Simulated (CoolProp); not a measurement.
Vapour-liquid equilibrium of R124 (1) + R142b (2) at 91.75 °C; x and y are mole fractions of (1).

The numbers come from the multi-fluid Helmholtz-energy mixture model, de Vries 1995 and Lemmon 2006; pair parameters Bell 2016 in CoolProp.

```json
[
 {"x": "0.05", "bubble pressure (bar)": "17.72", "y at the bubble point": "0.053", "dew pressure at overall composition x (bar)": "17.72", "liquid density (mol/L)": "8.953"},
 {"x": "0.15", "bubble pressure (bar)": "17.92", "y at the bubble point": "0.159", "dew pressure at overall composition x (bar)": "17.90", "liquid density (mol/L)": "8.831"},
 {"x": "0.25", "bubble pressure (bar)": "18.11", "y at the bubble point": "0.263", "dew pressure at overall composition x (bar)": "18.09", "liquid density (mol/L)": "8.710"},
 {"x": "0.35", "bubble pressure (bar)": "18.31", "y at the bubble point": "0.366", "dew pressure at overall composition x (bar)": "18.28", "liquid density (mol/L)": "8.590"},
 {"x": "0.45", "bubble pressure (bar)": "18.52", "y at the bubble point": "0.468", "dew pressure at overall composition x (bar)": "18.48", "liquid density (mol/L)": "8.470"},
 {"x": "0.55", "bubble pressure (bar)": "18.75", "y at the bubble point": "0.569", "dew pressure at overall composition x (bar)": "18.71", "liquid density (mol/L)": "8.348"},
 {"x": "0.65", "bubble pressure (bar)": "19.00", "y at the bubble point": "0.669", "dew pressure at overall composition x (bar)": "18.95", "liquid density (mol/L)": "8.225"},
 {"x": "0.75", "bubble pressure (bar)": "19.29", "y at the bubble point": "0.767", "dew pressure at overall composition x (bar)": "19.24", "liquid density (mol/L)": "8.098"},
 {"x": "0.85", "bubble pressure (bar)": "19.61", "y at the bubble point": "0.863", "dew pressure at overall composition x (bar)": "19.57", "liquid density (mol/L)": "7.968"},
 {"x": "0.95", "bubble pressure (bar)": "19.97", "y at the bubble point": "0.955", "dew pressure at overall composition x (bar)": "19.95", "liquid density (mol/L)": "7.831"}
]
```

No azeotrope shows between x = 0.05 and 0.95.

The pair parameters rest on a limited set of measurements; away from them the model extrapolates.
